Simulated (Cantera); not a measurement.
Feed: 1 mol Fe(CO)5, 1.2 mol CO, 0.31 mol N2, at 875 K and 10.0 mbar.

Method: chemical equilibrium by Gibbs-energy minimisation in Cantera with the NASA 1993 tables (ideal gas, pure condensed phases). Candidate condensed phases: C, Fe, Fe(CO)5, FeO, Fe2O3, Fe3O4; 27 gas species. Condensed phases not in the tables: cementite and carbon dissolved in iron. The numbers say what is thermodynamically allowed, not how fast it happens.

Base state: CO 0.868, CO2 0.0809, N2 0.0515 (mole fractions); condensed: C(graphite) + Fe(α).

**Question.** What changes in the equilibrium state with this change: N2 from 0.31 to 49 mol?

**Answer.** 
```tsv
species	before	after
N2	0.0515	0.889
CO	0.868	0.110
CO2	0.0809	0.00130
C(graphite), mol	0.487	0.0716
Fe(α), mol	1.00	1.00
```

**Question.** What changes in the equilibrium state with this change: pressure from 10.0 mbar to 18.0 mbar?

**Answer.** 
| species | before | after |
|---|---|---|
| CO | 0.868 | 0.817 |
| CO2 | 0.0809 | 0.129 |
| N2 | 0.0515 | 0.0538 |
| C(graphite), mol | 0.487 | 0.745 |
| Fe(α), mol | 1.00 | 1.00 |

**Question.** What changes in the equilibrium state with this change: temperature from 875 K to 1648 K?

**Answer.** 
```json
[
 {"species": "CO", "before": "0.868", "after": "0.952"},
 {"species": "N2", "before": "0.0515", "after": "0.0476"},
 {"species": "Fe", "before": "<1e-9", "after": "0.000261"},
 {"species": "CO2", "before": "0.0809", "after": "1.84e-6"},
 {"species": "C(graphite), mol", "before": "0.487", "after": "0"},
 {"species": "Fe(α), mol", "before": "1.00", "after": "0"},
 {"species": "Fe(γ), mol", "before": "0", "after": "0.998"}
]
```
